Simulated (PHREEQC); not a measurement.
**Ultrapure water in contact with air or piping: speciation**

Synthetic water in mg/L, 20 °C, pH 6.41, pe 9.9:

```json
[
 {"constituent": "Na", "mg/L": "0.00934"},
 {"constituent": "K", "mg/L": "0.00797"},
 {"constituent": "Ca", "mg/L": "0.0261"},
 {"constituent": "Mg", "mg/L": "0.00541"},
 {"constituent": "Cl", "mg/L": "0.0213"},
 {"constituent": "S(6) as SO4", "mg/L": "0.0143"},
 {"constituent": "Alkalinity as HCO3", "mg/L": "0.083"},
 {"constituent": "Cd", "mg/L": "0.00137"},
 {"constituent": "Sr", "mg/L": "5.57e-05"},
 {"constituent": "F", "mg/L": "4.74e-06"}
]
```

Valence states are taken as typed.

Computed with PHREEQC (ion-association model, wateq4f.dat).

No solid was allowed to form.

What charge-balance error does the model give?

charge-balance error 2.3 %.

In which forms is C present?

HCO3- 52 %, CO2 48 % of the C.

Complexes and solids missing from the database can't appear.
